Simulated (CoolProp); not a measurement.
R141b along the isotherm 226.85 °C: density (kg/m³) from the reference equation and from simpler models built on Tc = 204.4 °C, pc = 4.212 MPa, ω = 0.220; each cubic takes its own stable root.

The numbers come from the reference Helmholtz-energy equation of state, Lemmon 2006 in CoolProp. It is a short technical equation, of lower accuracy than the large ones.

```
p (MPa)  phase  reference
-------  -----  ---------
0.263      gas      7.532
0.526      gas      15.35
0.79       gas      23.51
1.05       gas      31.89
1.32       gas      41.00
1.58       gas      50.21
1.84       gas      59.91
2.11       gas      70.58
```

Task: How far does each simpler model (ideal gas, Peng-Robinson) lie from the reference over these 8 states: mean and median of the absolute difference, and the worst?

Result: 
- ideal gas: mean 8.6 %, median 8.4 %, worst -15.9 % at 226.85 °C and 2.11 MPa
- Peng-Robinson: mean 1.4 %, median 1.4 %, worst +2.4 % at 226.85 °C and 2.11 MPa
